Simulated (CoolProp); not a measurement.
Computed with CoolProp (reference Helmholtz-energy equation of state, Thol 2015).

### Question
Give the vapour pressure (MPa), vapour density (kg/m³), surface tension (mN/m) of saturated octamethylcyclotetrasiloxane (D4) at 497.3, 511.5 K.

### Answer
```csv
T (K),p (MPa),vapour density (kg/m³),surface tension (mN/m)
497.3,0.300,25.9,4.37
511.5,0.393,34.7,3.55
```

Surface tension comes from a separate correlation (Mulero 2014), older than this fluid's equation and unchecked against measurements.
